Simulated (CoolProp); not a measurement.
Model: reference Helmholtz-energy equation of state, Lemmon 2005, in CoolProp. It is a short technical equation, of lower accuracy than the large ones.

Question: For 1-butene, give the phase and the Z, cp (kJ/(kg K)), cv (kJ/(kg K)), Joule-Thomson coefficient (K/MPa) at 525 K and 6680 kPa; 525 K and 8900 kPa; 525 K and 11100 kPa.

Answer: 
- 525 K and 6680 kPa: supercritical; Z 0.716, cp 2.96, cv 2.32, Joule-Thomson coefficient 5.22
- 525 K and 8900 kPa: supercritical; Z 0.646, cp 3.25, cv 2.34, Joule-Thomson coefficient 4.41
- 525 K and 11100 kPa: supercritical; Z 0.615, cp 3.37, cv 2.35, Joule-Thomson coefficient 3.21
